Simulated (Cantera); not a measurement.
An isothermal, constant-pressure homogeneous reactor starts with NH3 : H2 = 1 : 15 (molar parts), at 1748 K and 27.0 Torr. Integrator tolerance rtol = 1e-08.

Detailed kinetics in Cantera: the gas-phase N/H chemistry of the illustrative SiF4/NH3 mechanism in the Surface Chemkin manual (1991). Walls and surfaces, which speed up NH3 decomposition in real reactors, are not modelled.

Task: What does this change do: NH3 1 to 0.2 parts?

Result: 
```csv
quantity,before,after
x(NH3) at 5.00 s,0.0495 (gas-phase equilibrium 1.90e-7),0.0112 (gas-phase equilibrium 9.27e-8)
x(H2) at 5.00 s,0.944 (gas-phase equilibrium 0.969),0.987 (gas-phase equilibrium 0.992)
x(N2H4) at 5.00 s,4.57e-10 (gas-phase equilibrium <1e-12),5.89e-11 (gas-phase equilibrium <1e-12)
x(N2) at 5.00 s,0.00611 (gas-phase equilibrium 0.0294),0.000946 (gas-phase equilibrium 0.00649)
x(N2H2) at 5.00 s,5.88e-8 (gas-phase equilibrium <1e-12),9.24e-9 (gas-phase equilibrium <1e-12)
x(H) at 5.00 s,0.000375 (gas-phase equilibrium 0.00119),0.000622 (gas-phase equilibrium 0.00121)
```

Task: What does this change do: temperature 1748 to 2225 K?

Result: 
```json
[
 {"quantity": "x(NH3) at 5.00 s", "before": "0.0495 (gas-phase equilibrium 1.90e-7)", "after": "3.17e-7 (gas-phase equilibrium 7.99e-8)"},
 {"quantity": "x(H2) at 5.00 s", "before": "0.944 (gas-phase equilibrium 0.969)", "after": "0.938 (gas-phase equilibrium 0.938)"},
 {"quantity": "x(N2H4) at 5.00 s", "before": "4.57e-10 (gas-phase equilibrium <1e-12)", "after": "<1e-12 (gas-phase equilibrium <1e-12)"},
 {"quantity": "x(N2) at 5.00 s", "before": "0.00611 (gas-phase equilibrium 0.0294)", "after": "0.0289 (gas-phase equilibrium 0.0289)"},
 {"quantity": "x(N2H2) at 5.00 s", "before": "5.88e-8 (gas-phase equilibrium <1e-12)", "after": "<1e-12 (gas-phase equilibrium <1e-12)"},
 {"quantity": "x(H) at 5.00 s", "before": "0.000375 (gas-phase equilibrium 0.00119)", "after": "0.0333 (gas-phase equilibrium 0.0333)"}
]
```
